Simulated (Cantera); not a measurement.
Input (Python, Cantera):

```python
import numpy as np
import cantera as ct

gas = ct.Solution("gri30.yaml")


def delay(T, t_max=10):
    gas.TPX = T, 100000, {'CO': 1, 'H2': 0.22, 'CH4': 1.1, 'O2': 2.01, 'N2': 7.55}
    reactor = ct.IdealGasReactor(gas, clone=False)
    net = ct.ReactorNet([reactor])
    net.rtol, net.atol = 1e-8, 1e-16
    while net.time < t_max:
        t_old, T_old = net.time, reactor.T
        net.step()
        if reactor.T > T + 400:  # ignition: a rise of 400 K
            return t_old + (T + 400 - T_old) / (reactor.T - T_old) * (net.time - t_old)
    return np.nan


taus = []
for T in [1148, 1223, 1298, 1373, 1448]:
    taus.append(delay(T))
    print(f"T0 = {T:6g} K   tau = {taus[-1]:.4e} s")

# d ln(tau) / d ln(k), from doubling and halving each rate constant
T, sens = 1298, []
for i in range(gas.n_reactions):
    gas.set_multiplier(2.0, i)
    up = delay(T)
    gas.set_multiplier(0.5, i)
    down = delay(T)
    gas.set_multiplier(1.0, i)
    sens.append((np.log(up / down) / np.log(4.0), gas.reaction(i).equation))
sens.sort(key=lambda x: -abs(x[0]))
print(f"sensitivities at {T} K")
for s, eq in sens[:10]:
    print(f"{s:8.3f}  {eq}")
```

Result:

```
T0 =   1148 K   tau = 1.7212e-02 s
T0 =   1223 K   tau = 7.6551e-03 s
T0 =   1298 K   tau = 3.4733e-03 s
T0 =   1373 K   tau = 1.6476e-03 s
T0 =   1448 K   tau = 8.3266e-04 s
sensitivities at 1298 K
  -1.078  H + O2 <=> O + OH
   0.737  2 CH3 (+M) <=> C2H6 (+M)
   0.386  CH4 + OH <=> CH3 + H2O
  -0.238  CH3 + HO2 <=> CH3O + OH
  -0.219  CH3 + O2 <=> CH3O + O
  -0.190  CH3 + O2 <=> CH2O + OH
  -0.182  H2 + OH <=> H + H2O
   0.166  CH4 + H <=> CH3 + H2
   0.107  CO + HO2 <=> CO2 + OH
  -0.107  CO + OH <=> CO2 + H
```

Detailed kinetics in Cantera: GRI-Mech 3.0 (53 species, 325 reactions).
